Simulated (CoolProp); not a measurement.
The fluid at 298.15 K and 10.9 MPa flows at 3.8 m/s in a round tube of 100 mm bore and 45 µm roughness, fully developed (64/Re and Nu = 3.66 if laminar; Colebrook and Gnielinski if turbulent). The same conditions are run with several fluids, on thermodynamics alone (safety and materials aside).

Values from CoolProp's reference Helmholtz-energy equation of state of each fluid (toluene: Lemmon 2006; R227EA: Lemmon 2016; n-heptane: Span 2003; propane: Lemmon 2009; R236FA: Pan 2012).

| fluid | Reynolds number | Darcy friction factor | pressure drop (Pa/m) | heat-transfer coefficient (W/(m² K)) | mass flow (kg/h) |
|---|---|---|---|---|---|
| toluene | 548000 | 0.0173 | 1080 | 4470 | 93500 |
| R227EA | 1850000 | 0.0166 | 1740 | 6030 | 156000 |
| n-heptane | 600000 | 0.0172 | 856 | 4640 | 74100 |
| propane | 1710000 | 0.0166 | 621 | 6560 | 55500 |
| R236FA | 1550000 | 0.0167 | 1690 | 6140 | 151000 |

Transport values come from each fluid's own correlations; those of R227EA, R236FA are estimates that may be off by 10 % or more.
